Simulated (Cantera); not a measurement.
An isothermal, constant-pressure homogeneous reactor starts with 3.75 % H₂, 96.2 % O₂, equivalence ratio 0.019, at 1175 K and 1330 Pa.

Model: the H2/O2 subset of GRI-Mech 3.0, which has no nitrogen chemistry, integrated in Cantera. Radical loss at walls, strong at low pressure, is not modelled. The temperature is held fixed by assumption; the heat of reaction is taken as removed at once.

x: mole fraction; the columns are a selection and need not sum to one.

| t (s) | x H₂ | x O₂ | x O | x OH | x H₂O₂ |
|---|---|---|---|---|---|
| 0.000200 | 0.0375 | 0.962 | 4.30e-9 | 3.22e-9 | <1e-12 |
| 0.000535 | 0.0375 | 0.962 | 4.09e-8 | 2.70e-8 | 7.12e-12 |
| 0.00143 | 0.0375 | 0.962 | 4.45e-6 | 2.87e-6 | 5.89e-11 |
| 0.00382 | 0.00459 | 0.937 | 0.0192 | 0.00445 | 2.09e-7 |
| 0.0102 | (withheld) | 0.936 | (withheld) | (withheld) | 6.65e-8 |
| 0.0273 | 0.000332 | 0.944 | 0.0162 | 0.00197 | 6.80e-8 |
| 0.0731 | 0.000157 | 0.953 | 0.00748 | 0.00136 | 6.58e-8 |
| 0.196 | (withheld) | 0.959 | (withheld) | (withheld) | (withheld) |
| 0.523 | 7.84e-6 | 0.961 | 0.000372 | 0.000307 | 2.93e-8 |
| 1.40 | 1.38e-6 | 0.962 | 6.61e-5 | 0.000130 | 1.22e-8 |
| 3.74 | 2.81e-7 | 0.962 | 1.35e-5 | 5.89e-5 | 4.32e-9 |
| 10.0 | 6.87e-8 | 0.962 | 3.34e-6 | 2.92e-5 | 1.46e-9 |

Question: Some entries are withheld; supply them.

Answer: 
- 0.0102, x H₂: 0.000462
- 0.0102, x O: 0.0232
- 0.0102, x OH: 0.00232
- 0.196, x H₂: 4.23e-5
- 0.196, x O: 0.00199
- 0.196, x OH: 0.000709
- 0.196, x H₂O₂: 5.19e-8
